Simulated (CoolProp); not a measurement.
Saturation properties of CHF3 (R23).

Values from CoolProp's reference Helmholtz-energy equation of state, Penoncello 2003.

```
T (°C)  p (bar)  surface tension (mN/m)  liquid viscosity (µPa s)
------  -------  ----------------------  ------------------------
-59.95    3.126                    12.7                       219
-54.85    3.911                    11.8                       203
-49.85    4.819                    10.9                       190
-44.75    5.901                    9.99                       177
-39.75    7.131                    9.11                       165
-34.65    8.575                    8.22                       154
-29.65    10.19                    7.37                       144
-24.55    12.07                    6.52                       134
-19.55    14.15                    5.70                       125
-14.55    16.49                    4.90                       117
-9.45     19.16                    4.12                       108
-4.45     22.08                    3.37                      99.7
0.65      25.39                    2.65                      91.5
5.65      28.99                    1.98                      83.4
10.75     33.06                    1.35                      75.0
```

It boils at -82.0 °C under 1 atm.

Viscosity comes from a separate model (Shan 2000). Surface tension comes from a separate correlation (Mulero 2012).
